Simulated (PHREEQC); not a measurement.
Make-up at 10 °C: 0.22 mol KH2PO4 per kg of water. Closed to the air; pH follows from the charge balance.

Model: ion-association model, phreeqc.dat, run in PHREEQC.

```json
{
  "pH": "4.38",
  "ionic_strength": "0.221 mol/kgw",
  "activity_of_water": "0.993",
  "specific_conductance": "12400 µS/cm",
  "density": "1.020 g/cm³"
}
```

```json
[
 {"species": "K+", "molality": "0.220", "activity": "0.156", "log γ": "-0.149"},
 {"species": "H2PO4-", "molality": "0.218", "activity": "0.163", "log γ": "-0.128"},
 {"species": "H3PO4", "molality": "0.000787", "activity": "0.000828", "log γ": "0.022"},
 {"species": "HPO4-2", "molality": "0.000749", "activity": "0.000221", "log γ": "-0.530"},
 {"species": "KHPO4-", "molality": "9.04e-5", "activity": "6.73e-5", "log γ": "-0.128"},
 {"species": "H+", "molality": "5.24e-5", "activity": "4.18e-5", "log γ": "-0.098"}
]
```

Precipitation was switched off in this run. At this temperature some constants are extrapolated from 25 °C, and those without enthalpy data are left unchanged.
